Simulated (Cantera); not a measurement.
## N2O furnace oxynitridation

An isothermal, constant-pressure homogeneous reactor starts with N2O : N2 = 1 : 2.3 (molar parts), at 1075 K and 12.8 Torr.

Computed with Cantera and GRI-Mech 3.0 (53 species, 325 reactions). GRI-Mech 3.0 was tuned for natural gas; its chemistry of N2O as a main component is partial and can be far from experiment. Radical loss at walls, strong at low pressure, is not modelled. The mechanism lacks the step 2 NO + O2 → 2 NO2, which can matter for NO2 below about 1400 K. The temperature is held fixed by assumption; the heat of reaction is taken as removed at once.

```
t (s)     x N2O      x O      x NO      x O2     x NO2   x N2
--------  -----  -------  --------  --------  --------  -----
1.00e-5   0.303  1.12e-9    <1e-12  2.87e-12    <1e-12  0.697
5.01e-5   0.303  5.54e-9  9.21e-12  7.17e-11    <1e-12  0.697
0.000251  0.303  2.63e-8  2.23e-10   1.73e-9    <1e-12  0.697
0.00126   0.303  1.02e-7   4.70e-9   3.66e-8    <1e-12  0.697
0.00631   0.303  1.99e-7   6.13e-8   4.77e-7    <1e-12  0.697
0.0316    0.303  2.06e-7   4.03e-7   3.14e-6    <1e-12  0.697
0.158     0.303  2.06e-7   2.12e-6   1.65e-5  6.94e-12  0.697
0.794     0.303  2.06e-7   1.07e-5   8.34e-5  1.71e-10  0.697
3.98      0.302  2.06e-7   5.37e-5  0.000418   3.62e-9  0.698
20.0      0.298  2.06e-7  0.000267   0.00208   4.72e-8  0.700
100       0.278  2.06e-7   0.00129    0.0100   3.04e-7  0.710
```
x: mole fraction; the columns are a selection and need not sum to one.

Equilibrium at this temperature and pressure: N2O 5.91e-10, O 3.67e-9, NO 5.63e-5, O2 0.132, NO2 1.92e-7, N2 0.868 (gas phase only).
